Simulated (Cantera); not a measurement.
Cantera run:

```python
import numpy as np
import cantera as ct

gas_names = """
    H HNO HNO2 HNO3 HO2 H2 H2O H2O2 N NH NH2 NH3 NH2OH NO NO2 NO3 N2 N2H2 N2H4 N2O O OH O2 O3 Si SiH
    SiH2 SiH3 SiH4 SiN SiO SiO2 Si2 Si2N Si3
""".split()
cond_names = """
    H2O(s) H2O(L) Si(cr) Si(L) SiO2(Lqz) SiO2(hqz) SiO2(L) Si2N2O(s) Si3N4(a)
""".split()


# ... load() reads the species with a 1 bar reference pressure and builds the phases ...
atoms = {
    'Si3N4': {'Si': 3, 'N': 4},
    'H2': {'H': 2},
    'H2O': {'H': 2, 'O': 1},
}
top_T = {'Si2N2O(s)': 2100, 'Si3N4(a)': 2400}  # K; cautious upper limits of use, not melting points


# ... equilibrate(T, P, feed) seeds the gas with the atoms and calls Mixture.equilibrate('TP', solver="vcs", rtol=1e-11, max_steps=5000) ...
results = []
feed = {'Si3N4': 1, 'H2': 200, 'H2O': 17}  # mol
T = 1250  # K
P = 58  # Pa
mix = equilibrate(T, P, feed)
results.append((T, P, feed, dict(zip(mix.species_names, mix.species_moles))))
x = sorted(zip(gas.X, gas.species_names), reverse=True)
print(f"T = {T:g} K  P = {P:g} Pa  gas = {mix.phase_moles(0):.4g} mol")
print("   x: " + "  ".join(f"{s} {v:.3e}" for v, s in x if v > 1e-05))
print("   condensed (mol): " + ("  ".join(f"{mix.phase(i).name} {mix.phase_moles(i):.4g}"
      for i in range(1, mix.n_phases) if mix.phase_moles(i) > 1e-12) or "none"))
```

Result:

```
T = 1250 K  P = 58 Pa  gas = 219 mol
   x: H2 9.406e-01  H2O 5.023e-02  N2 9.132e-03  H 1.947e-05
   condensed (mol): SiO2(hqz) 3
```

Method: chemical equilibrium by Gibbs-energy minimisation in Cantera with the NASA 1993 tables (ideal gas, pure condensed phases). The tables hold silica as quartz up to 1696 K and as liquid above; real silica turns to tridymite and cristobalite and melts near 1996 K.
